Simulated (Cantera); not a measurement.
Input (Python, Cantera) and output of one run.

```python
import numpy as np
import cantera as ct

gas_names = [...]  # 151 gases of nasa_gas.yaml made of C, H, N, O, Si
cond_names = """
    C(gr) C6H6(L) C7H8(L) C8H18(L),n-octa H2O(s) H2O(L) Si(cr) Si(L) SiC(b) SiO2(Lqz) SiO2(hqz) SiO2(L)
    Si2N2O(s) Si3N4(a)
""".split()


# ... load() reads the species with a 1 bar reference pressure and builds the phases ...
atoms = {
    'TEOS': {'Si': 1, 'C': 8, 'H': 20, 'O': 4},
    'N2O': {'N': 2, 'O': 1},
}
top_T = {'C(gr)': 4500, 'SiC(b)': 3050, 'Si2N2O(s)': 2100, 'Si3N4(a)': 2400}  # K; cautious upper limits of use, not melting points


# ... equilibrate(T, P, feed) seeds the gas with the atoms and calls Mixture.equilibrate('TP', solver="vcs", rtol=1e-11, max_steps=5000) ...
results = []
feed = {'TEOS': 1, 'N2O': 0.45}  # mol
P = 94  # Pa
for T in [600, 750, 900, 1050, 1200, 1350, 1500, 1650, 1800, 1950, 2100]:
    mix = equilibrate(T, P, feed)
    results.append((T, P, feed, dict(zip(mix.species_names, mix.species_moles))))
    x = sorted(zip(gas.X, gas.species_names), reverse=True)
    print(f"T = {T:g} K  P = {P:g} Pa  gas = {mix.phase_moles(0):.4g} mol")
    print("   x: " + "  ".join(f"{s} {v:.3e}" for v, s in x if v > 1e-05))
    print("   condensed (mol): " + ("  ".join(f"{mix.phase(i).name} {mix.phase_moles(i):.4g}"
          for i in range(1, mix.n_phases) if mix.phase_moles(i) > 1e-12) or "none"))
```

It prints:

```
T = 600 K  P = 94 Pa  gas = 10.55 mol
   x: H2 7.253e-01  H2O 1.292e-01  CO2 4.685e-02  CH4 4.665e-02  N2 4.265e-02  CO 9.299e-03
   condensed (mol): C(gr) 6.915  SiO2(Lqz) 1
T = 750 K  P = 94 Pa  gas = 12.58 mol
   x: H2 7.807e-01  CO 1.581e-01  N2 3.577e-02  CO2 1.307e-02  H2O 1.055e-02  CH4 1.830e-03
   condensed (mol): C(gr) 5.824  SiO2(Lqz) 1
T = 900 K  P = 94 Pa  gas = 12.89 mol
   x: H2 7.750e-01  CO 1.893e-01  N2 3.491e-02  H2O 3.349e-04  CO2 1.882e-04  CH4 1.762e-04
   condensed (mol): C(gr) 5.554  SiO2(hqz) 1
T = 1050 K  P = 94 Pa  gas = 12.9 mol
   x: H2 7.752e-01  CO 1.899e-01  N2 3.489e-02  CH4 3.234e-05  H2O 2.511e-05
   condensed (mol): C(gr) 5.55  SiO2(hqz) 1
T = 1200 K  P = 94 Pa  gas = 13.62 mol
   x: H2 7.342e-01  CO 2.591e-01  N2 6.627e-03
   condensed (mol): C(gr) 4.471  SiO2(hqz) 0.2805  Si2N2O(s) 0.3597
T = 1350 K  P = 94 Pa  gas = 14.8 mol
   x: H2 6.754e-01  CO 2.971e-01  N2 2.715e-02  SiO 2.892e-04  H 6.388e-05  HCN 4.412e-05
   condensed (mol): C(gr) 2.701  SiC(b) 0.9002  Si2N2O(s) 0.04775
T = 1500 K  P = 94 Pa  gas = 14.9 mol
   x: H2 6.707e-01  CO 2.980e-01  N2 3.012e-02  SiO 5.841e-04  H 4.702e-04  HCN 1.503e-04
   condensed (mol): C(gr) 2.565  SiC(b) 0.9913
T = 1650 K  P = 94 Pa  gas = 14.92 mol
   x: H2 6.689e-01  CO 2.973e-01  N2 2.996e-02  H 2.423e-03  SiO 1.030e-03  HCN 3.911e-04  C2H2,acetylene 3.051e-05  HNC 1.027e-05
   condensed (mol): C(gr) 2.574  SiC(b) 0.9846
T = 1800 K  P = 94 Pa  gas = 14.97 mol
   x: H2 6.626e-01  CO 2.956e-01  N2 2.961e-02  H 9.506e-03  SiO 1.642e-03  HCN 8.600e-04  C2H2,acetylene 1.162e-04  Si 8.137e-05  HNC 3.263e-05
   condensed (mol): C(gr) 2.584  SiC(b) 0.9741
T = 1950 K  P = 94 Pa  gas = 15.15 mol
   x: H2 6.440e-01  CO 2.914e-01  H 3.000e-02  N2 2.885e-02  SiO 2.409e-03  HCN 1.642e-03  Si 1.149e-03  C2H2,acetylene 3.520e-04  HNC 8.503e-05  SiC2 3.743e-05  Si2C 2.535e-05  SiH 2.163e-05
   condensed (mol): C(gr) 2.604  SiC(b) 0.9444
T = 2100 K  P = 94 Pa  gas = 15.71 mol
   x: H2 5.950e-01  CO 2.800e-01  H 7.839e-02  N2 2.718e-02  Si 1.106e-02  SiO 3.250e-03  HCN 2.727e-03  C2H2,acetylene 8.595e-04  SiC2 7.131e-04  Si2C 4.527e-04  HNC 1.842e-04  SiH 1.420e-04  SiN 1.160e-05  Si2 1.124e-05  CN 1.052e-05
   condensed (mol): C(gr) 2.752  SiC(b) 0.7467
```

These are equilibrium values from Cantera (NASA tables, ideal gas, pure condensed phases), not measurements of a reactor. The feed counts by its element totals alone. Mutual solubility and eutectic melting of coexisting phases are not modelled. The tables' values for SiN are old estimates; treat these amounts as uncertain. The tables hold silica as quartz up to 1696 K and as liquid above; real silica turns to tridymite and cristobalite and melts near 1996 K.
